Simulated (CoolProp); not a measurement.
The fluid at 293.15 K and 0.649 MPa is throttled through a valve to 0.447 MPa with no heat exchange. The same conditions are run with several fluids, on thermodynamics alone (safety and materials aside).

Computed with CoolProp (reference Helmholtz-energy equation of state of each fluid (R143a: Lemmon and Jacobsen 2000; CH2F2 (R32): Tillner-Roth 1997; fluorine: de Reuck 1990; carbon dioxide: Span 1996; oxygen: Schmidt 1985)).

```csv
fluid,temperature change (K),final density (kg/m³)
R143a,___,___
CH2F2 (R32),-5.5,___
fluorine,-0.4,6.99
carbon dioxide,___,___
oxygen,-0.6,5.90
```

### Question
Some entries are withheld; supply them.

### Answer

- R143a, temperature change (K): -4.3
- R143a, final density (kg/m³): 17.2
- CH2F2 (R32), final density (kg/m³): 10.4
- carbon dioxide, temperature change (K): -2.3
- carbon dioxide, final density (kg/m³): 8.34
